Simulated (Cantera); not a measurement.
Feed: 1 mol BF3, 0.86 mol H2O, 3.7 mol H2, equilibrated at 10.0 mbar.

These are equilibrium values from Cantera (NASA tables, ideal gas, pure condensed phases), not measurements of a reactor. Candidate condensed phases: B, B2O3, B3O3H3, H2O; 43 gas species. Gases not in the tables: H3BO3. Kinetics and transport are ignored.

Problem. Which condensed phases are stable at each of these points (T (K)): 998, 1098, 1198, 1298, 1398, 1498, 1598, 1698, 1798, 1898, 1998?

Solution. 
```tsv
T (K)	condensed phases	B condensed (%)
998	B2O3(l)	10.8
1098	B2O3(l)	13.1
1198	B2O3(l)	9.8
1298	gas only	0.0
1398	gas only	0.0
1498	gas only	0.0
1598	gas only	0.0
1698	gas only	0.0
1798	gas only	0.0
1898	gas only	0.0
1998	gas only	0.0
```

From 998 K to 1198 K the condensed part is B2O3(l). From 1298 K to 1998 K nothing is condensed.
